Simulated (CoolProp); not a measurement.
Vapour-liquid equilibrium of R125 (1) + R236FA (2) at 0.104 MPa; x and y are mole fractions of (1).

Values from CoolProp's multi-fluid Helmholtz-energy mixture model, Lemmon 2005 and Pan 2012; pair parameters Bell 2016.

```json
[
 {"x": "0.05", "bubble temperature, mixture model (°C)": "?", "bubble temperature, Raoult's law (°C)": "-6.7", "y, mixture model": "?", "y, Raoult's law": "0.259"},
 {"x": "0.2", "bubble temperature, mixture model (°C)": "-19.3", "bubble temperature, Raoult's law (°C)": "-19.6", "y, mixture model": "0.638", "y, Raoult's law": "0.657"},
 {"x": "0.35", "bubble temperature, mixture model (°C)": "-28.0", "bubble temperature, Raoult's law (°C)": "-28.3", "y, mixture model": "0.809", "y, Raoult's law": "0.822"},
 {"x": "0.5", "bubble temperature, mixture model (°C)": "-34.4", "bubble temperature, Raoult's law (°C)": "-34.6", "y, mixture model": "0.895", "y, Raoult's law": "0.903"},
 {"x": "0.65", "bubble temperature, mixture model (°C)": "?", "bubble temperature, Raoult's law (°C)": "-39.5", "y, mixture model": "0.944", "y, Raoult's law": "0.949"},
 {"x": "0.8", "bubble temperature, mixture model (°C)": "?", "bubble temperature, Raoult's law (°C)": "-43.4", "y, mixture model": "0.974", "y, Raoult's law": "0.977"},
 {"x": "0.95", "bubble temperature, mixture model (°C)": "-46.6", "bubble temperature, Raoult's law (°C)": "-46.6", "y, mixture model": "0.995", "y, Raoult's law": "0.995"}
]
```

Q: Fill in the missing entries.

A: 
- 0.05, bubble temperature, mixture model (°C): -6.4
- 0.05, y, mixture model: 0.242
- 0.65, bubble temperature, mixture model (°C): -39.3
- 0.8, bubble temperature, mixture model (°C): -43.3

The largest gap from Raoult's law is +0.3 K in bubble temperature, at x = 0.2. No azeotrope shows between x = 0.05 and 0.95.

Pair parameters are fitted to limited data, so mixtures are less certain than the pure fluids.
